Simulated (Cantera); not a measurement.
Charge: 1 mol Fe2O3, 1.5 mol C, a varied amount of N2, equilibrated at 5.40 mbar.

Points: T (K) = 1250, 1400, 1550, 1700, 1850, 2000, 2150, 2300, 2450, 2600; n(N2) (mol) = 0.42, 0.59, 0.81, 1.1, 1.5, 2.1, 2.9, 4.

Cantera's Mixture.equilibrate('TP', solver="vcs", rtol=1e-11, max_steps=5000) on the NASA tables stopped like this:

```
ERROR: FAILURE its = 5001!

*******************************************************************************
CanteraError thrown by MultiPhase::equilibrate:
VCS solver failed. Return code: -1
*******************************************************************************
```

Problem. What got this run through?

Solution. Several could match; the one computed here: The failure is numerical, not chemical. The same input converged with solver="gibbs", rtol=1e-10, max_steps=50000, and the result passed a check of the equilibrium conditions:
```
   1250       0.42  Fe(c) + FeO(s)
   1250       0.59  Fe(c) + FeO(s)
   1250       0.81  Fe(c) + FeO(s)
   1250        1.1  Fe(c) + FeO(s)
   1250        1.5  Fe(c) + FeO(s)
   1250        2.1  Fe(c) + FeO(s)
   1250        2.9  Fe(c) + FeO(s)
   1250          4  Fe(c) + FeO(s)
   1400       0.42  Fe(c) + FeO(s)
   1400       0.59  Fe(c) + FeO(s)
   1400       0.81  Fe(c) + FeO(s)
   1400        1.1  Fe(c) + FeO(s)
   1400        1.5  Fe(c) + FeO(s)
   1400        2.1  Fe(c) + FeO(s)
   1400        2.9  Fe(c) + FeO(s)
   1400          4  Fe(c) + FeO(s)
   1550       0.42  Fe(c) + FeO(s)
   1550       0.59  Fe(c) + FeO(s)
   1550       0.81  Fe(c) + FeO(s)
   1550        1.1  Fe(c) + FeO(s)
   1550        1.5  Fe(c) + FeO(s)
   1550        2.1  Fe(c) + FeO(s)
   1550        2.9  Fe(c) + FeO(s)
   1550          4  Fe(c) + FeO(s)
   1700       0.42  Fe(d) + FeO(L)
   1700       0.59  Fe(d) + FeO(L)
   1700       0.81  Fe(d) + FeO(L)
   1700        1.1  Fe(d) + FeO(L)
   1700        1.5  Fe(d) + FeO(L)
   1700        2.1  Fe(d) + FeO(L)
   1700        2.9  Fe(d) + FeO(L)
   1700          4  Fe(d) + FeO(L)
   1850       0.42  Fe(L) + FeO(L)
   1850       0.59  Fe(L) + FeO(L)
   1850       0.81  Fe(L) + FeO(L)
   1850        1.1  Fe(L) + FeO(L)
   1850        1.5  Fe(L) + FeO(L)
   1850        2.1  Fe(L) + FeO(L)
   1850        2.9  Fe(L) + FeO(L)
   1850          4  Fe(L) + FeO(L)
   2000       0.42  Fe(L) + FeO(L)
   2000       0.59  Fe(L) + FeO(L)
   2000       0.81  Fe(L) + FeO(L)
   2000        1.1  Fe(L) + FeO(L)
   2000        1.5  Fe(L) + FeO(L)
   2000        2.1  Fe(L) + FeO(L)
   2000        2.9  Fe(L) + FeO(L)
   2000          4  Fe(L) + FeO(L)
   2150       0.42  FeO(L)
   2150       0.59  FeO(L)
   2150       0.81  FeO(L)
   2150        1.1  FeO(L)
   2150        1.5  FeO(L)
   2150        2.1  FeO(L)
   2150        2.9  FeO(L)
   2150          4  FeO(L)
   2300       0.42  FeO(L)
   2300       0.59  FeO(L)
   2300       0.81  FeO(L)
   2300        1.1  FeO(L)
   2300        1.5  FeO(L)
   2300        2.1  FeO(L)
   2300        2.9  FeO(L)
   2300          4  FeO(L)
   2450       0.42  gas only
   2450       0.59  gas only
   2450       0.81  gas only
   2450        1.1  gas only
   2450        1.5  gas only
   2450        2.1  gas only
   2450        2.9  gas only
   2450          4  gas only
   2600       0.42  gas only
   2600       0.59  gas only
   2600       0.81  gas only
   2600        1.1  gas only
   2600        1.5  gas only
   2600        2.1  gas only
   2600        2.9  gas only
   2600          4  gas only
```

The gas is ideal and each condensed phase is pure. Each liquid is taken as pure. Mutual solubility and eutectic melting of coexisting phases are not modelled. The tables' stoichiometric FeO is somewhat more stable than real wüstite, so its field is too wide. FeO: taken at fixed stoichiometry.
